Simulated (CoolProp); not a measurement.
A single-stage vapour-compression cycle with carbonyl sulfide: evaporating at 219.15 K (dew point), condensing at 260.15 K (bubble point), superheat 2 K, subcooling 8 K, compressor efficiency 0.8, no pressure losses. Each further row changes one setting.

The numbers come from the reference Helmholtz-energy equation of state, Lemmon 2006 in CoolProp. It is a short technical equation, of lower accuracy than the large ones.

```
case                              cooling COP  pressure ratio  discharge temperature (K)  refrigerating effect (kJ/kg)  volumetric capacity (kJ/m³)
--------------------------------  -----------  --------------  -------------------------  ----------------------------  ---------------------------
as stated                                3.76            5.12                      333.2                           273                          773
evaporating temperature 224.15 K         4.47            4.05                        [?]                           [?]                          969
condensing temperature 255.15 K          4.36            4.33                        [?]                           279                          790
subcooling 13 K                           [?]            5.12                      333.2                           279                          790
superheat 12 K                            [?]            5.12                        [?]                           280                          754
compressor efficiency 0.7                 [?]            5.12                      347.0                           273                          773
```

**Question.** What belongs in the gaps?

**Answer.** 
- evaporating temperature 224.15 K, discharge temperature (K): 322.0
- evaporating temperature 224.15 K, refrigerating effect (kJ/kg): 276
- condensing temperature 255.15 K, discharge temperature (K): 320.6
- subcooling 13 K, cooling COP: 3.84
- superheat 12 K, cooling COP: 3.68
- superheat 12 K, discharge temperature (K): 346.3
- compressor efficiency 0.7, cooling COP: 3.29
